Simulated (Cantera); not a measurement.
Input (Python, Cantera) and output of one run.

```python
import numpy as np
import cantera as ct

gas_names = """
    C CO COS CO2 CS CS2 C2 C2O C3 C3O2 C4 C5 Mg MgO MgS Mg2 O O2 O3 S SO SO2 SO3 S2 S2O S8
""".split()
cond_names = """
    C(gr) Mg(cr) Mg(L) MgCO3(s) MgO(s) MgO(L) MgS(s) MgSO4(s) MgSO4(L) S(cr1) S(cr2) S(L)
""".split()


def load(file, names, dense=False):
    # The tables refer to 1 bar. Condensed volumes are neglected.
    table = {s.name: s for s in ct.Species.list_from_file(file)}
    out = []
    for n in names:
        d = dict(table[n].input_data)
        d["thermo"] = dict(d["thermo"], **{"reference-pressure": 1e5})
        if dense:
            d["equation-of-state"] = {"model": "constant-volume", "density": "1e6 g/cm^3"}
        out.append(ct.Species.from_dict(d))
    return out


gas = ct.Solution(thermo="ideal-gas", species=load("nasa_gas.yaml", gas_names))
cond = {s.name: ct.Solution(thermo="fixed-stoichiometry", species=[s], name=s.name)
        for s in load("nasa_condensed.yaml", cond_names, dense=True)}
atoms = {
    'MgSO4': {'Mg': 1, 'S': 1, 'O': 4},
    'C': {'C': 1},
    'O2': {'O': 2},
}
top_T = {'C(gr)': 4500, 'MgS(s)': 2250}  # K; cautious upper limits of use, not melting points


def equilibrate(T, P, feed):
    n = {}
    for name, mol in feed.items():
        for a, k in atoms[name].items():
            n[a] = n.get(a, 0.0) + k * mol
    gas.TPX = T, P, n
    mass = sum(n.values()) * gas.mean_molecular_weight
    gas.equilibrate("TP")
    valid = [c for c in cond.values() if c.min_temp <= T <= top_T.get(c.name, c.max_temp)]
    mix = ct.Mixture([(gas, mass / gas.mean_molecular_weight)] + [(c, 0.0) for c in valid])
    mix.T, mix.P = T, P
    mix.equilibrate("TP", solver="vcs", rtol=1e-11, max_steps=5000)
    return mix


results = []
feed = {'MgSO4': 1, 'C': 0.063, 'O2': 4.1}  # mol
P = 13332.2  # Pa
for T in [1123, 1273, 1423, 1573, 1723, 1873, 2023]:
    mix = equilibrate(T, P, feed)
    results.append((T, P, feed, dict(zip(mix.species_names, mix.species_moles))))
    x = sorted(zip(gas.X, gas.species_names), reverse=True)
    print(f"T = {T:g} K  P = {P:g} Pa  gas = {mix.phase_moles(0):.4g} mol")
    print("   x: " + "  ".join(f"{s} {v:.3e}" for v, s in x if v > 0.0001))
    print("   condensed (mol): " + ("  ".join(f"{mix.phase(i).name} {mix.phase_moles(i):.4g}"
          for i in range(1, mix.n_phases) if mix.phase_moles(i) > 1e-12) or "none"))
```

It prints:

```
T = 1123 K  P = 13332.2 Pa  gas = 4.156 mol
   x: O2 9.754e-01  CO2 1.516e-02  SO2 8.033e-03  SO3 1.450e-03
   condensed (mol): MgO(s) 0.03941  MgSO4(s) 0.9606
T = 1273 K  P = 13332.2 Pa  gas = 5.577 mol
   x: O2 8.094e-01  SO2 1.710e-01  CO2 1.130e-02  SO3 8.288e-03
   condensed (mol): MgO(s) 1
T = 1423 K  P = 13332.2 Pa  gas = 5.591 mol
   x: O2 8.099e-01  SO2 1.756e-01  CO2 1.127e-02  SO3 3.266e-03
   condensed (mol): MgO(s) 1
T = 1573 K  P = 13332.2 Pa  gas = 5.596 mol
   x: O2 8.100e-01  SO2 1.772e-01  CO2 1.126e-02  SO3 1.526e-03
   condensed (mol): MgO(s) 1
T = 1723 K  P = 13332.2 Pa  gas = 5.598 mol
   x: O2 8.100e-01  SO2 1.778e-01  CO2 1.125e-02  SO3 8.144e-04  O 1.401e-04
   condensed (mol): MgO(s) 1
T = 1873 K  P = 13332.2 Pa  gas = 5.6 mol
   x: O2 8.096e-01  SO2 1.781e-01  CO2 1.123e-02  O 5.825e-04  SO3 4.814e-04
   condensed (mol): MgO(s) 1
T = 2023 K  P = 13332.2 Pa  gas = 5.605 mol
   x: O2 8.084e-01  SO2 1.780e-01  CO2 1.119e-02  O 1.962e-03  SO3 3.080e-04
   condensed (mol): MgO(s) 1
```

Equilibrium computed with Cantera from the NASA thermochemical tables; the gas is ideal and each condensed phase is pure. Mutual solubility and eutectic melting of coexisting phases are not modelled.
